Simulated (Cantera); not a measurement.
An adiabatic, constant-volume homogeneous reactor starts with 7.81 % CO, 10.9 % H2, 0.719 % CH4, 21.2 % O2, 59.4 % N2, equivalence ratio 0.51, at 1173 K and 7.50 bar.

Model: GRI-Mech 3.0 (53 species, 325 reactions), integrated in Cantera.

**Question.** Predict: time of steepest temperature rise; temperature at 2.00 s; equilibrium temperature; x(CO) at 2.00 s; x(H2) at 2.00 s; x(O) at 2.00 s.

**Answer.** 
| Property | Result |
|---|---|
| time of steepest temperature rise | 50.6 µs |
| temperature at 2.00 s | 2775 K |
| equilibrium temperature | 2775 K |
| x(CO) at 2.00 s | 0.00896 (gas-phase equilibrium 0.00896) |
| x(H2) at 2.00 s | 0.00193 (gas-phase equilibrium 0.00193) |
| x(O) at 2.00 s | 0.00391 (gas-phase equilibrium 0.00391) |
